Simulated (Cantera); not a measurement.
A closed system holds: 1 mol Si, 23 mol HBr, 0.11 mol N₂, held at 0.0130 bar.

These are equilibrium values from Cantera (NASA tables, ideal gas, pure condensed phases), not measurements of a reactor. Candidate condensed phases: Br₂, Si, Si₃N₄; 28 gas species. The tables' values for SiBr₃ are old estimates; treat these amounts as uncertain. Rates play no part.

x: gas mole fraction; nothing condenses.

| T (°C) | x HBr | x Br | x H₂ | x SiBr₄ | x SiBr₂ | x N₂ |
|---|---|---|---|---|---|---|
| 600 | 0.859 | 6.78e-6 | 0.0905 | 0.0452 | 9.17e-9 | 0.00498 |
| 675 | 0.859 | 3.54e-5 | 0.0905 | 0.0452 | 1.94e-7 | 0.00498 |
| 750 | 0.859 | 0.000145 | 0.0905 | 0.0452 | 2.60e-6 | 0.00497 |
| 825 | 0.859 | (withheld) | 0.0906 | 0.0451 | (withheld) | 0.00497 |
| 900 | 0.858 | 0.00143 | 0.0907 | 0.0446 | 0.000167 | 0.00497 |
| 975 | 0.856 | 0.00367 | 0.0906 | 0.0432 | 0.000891 | 0.00496 |
| 1050 | 0.852 | (withheld) | 0.0893 | (withheld) | (withheld) | 0.00493 |
| 1125 | 0.847 | 0.0183 | 0.0857 | 0.0304 | 0.0103 | 0.00487 |
| 1200 | 0.833 | 0.0360 | 0.0822 | 0.0185 | 0.0205 | 0.00477 |
| 1275 | 0.805 | 0.0630 | 0.0845 | 0.00836 | 0.0300 | 0.00466 |
| 1350 | 0.761 | 0.0978 | 0.0950 | 0.00297 | 0.0355 | 0.00455 |

Q: Fill in the missing entries.

A: 
- 825, x Br: 0.000494
- 825, x SiBr₂: 2.42e-5
- 1050, x Br: 0.00851
- 1050, x SiBr₄: 0.0392
- 1050, x SiBr₂: 0.00359
